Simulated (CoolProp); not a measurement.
Saturated liquid density (kg/m³) of benzene: the reference equation beside estimates from Tc = 288.9 °C, pc = 4.906 MPa, ω = 0.211. Rackett uses Z = 0.29056 − 0.08775 ω.

Values from CoolProp's reference Helmholtz-energy equation of state, Thol 2012.

```
T (°C)  reference  Rackett  Redlich-Kwong  Peng-Robinson
------  ---------  -------  -------------  -------------
129.45      755.4    747.6          666.6          780.6
138.95      743.6    735.8          653.7          766.9
148.35      731.5    723.9          640.4          752.6
157.75      719.1    711.6          626.6          737.5
167.15      706.4    698.8          612.2          721.6
176.65      693.0    685.5          597.0          704.6
186.05      679.2    671.7          581.2          686.7
195.45      664.9    657.3          564.7          667.7
204.85      649.7    642.2          547.3          647.4
214.25      633.7    626.2          528.8          625.6
223.75      616.4    609.0          509.0          601.8
233.15      597.8    590.6          487.9          576.1
242.55      577.4    570.6          465.0          547.9
251.95      554.3    548.2          439.9          516.5
261.45      527.0    522.1          411.3          480.2
```

Absolute difference from the reference over all 15 rows, mean and median: Rackett 1.1 and 1.1 %, Redlich-Kwong 15.7 and 15.1 %, Peng-Robinson 3.0 and 2.6 %.
